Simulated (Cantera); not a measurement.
Mixture: CH₄ : O₂ : N₂ = 1 : 2.41 : 8.92 (molar parts), equivalence ratio 0.83, at 0.987 atm, adiabatic and at constant pressure. Ignition delay is the time to a rise of 400 K.

Computed with Cantera and GRI-Mech 3.0 (53 species, 325 reactions).

Problem. What does this change do: 0.76 parts CO2 added?

Solution. 
```csv
quantity,before,after
delay at 1200 K,41.0 ms,45.1 ms
delay at 1300 K,10.5 ms,11.6 ms
delay at 1400 K,3.12 ms,3.45 ms
delay at 1500 K,1.08 ms,1.18 ms
delay at 1600 K,0.440 ms,0.477 ms
apparent activation energy between 1500 and 1600 K,180 kJ/mol,180 kJ/mol
```
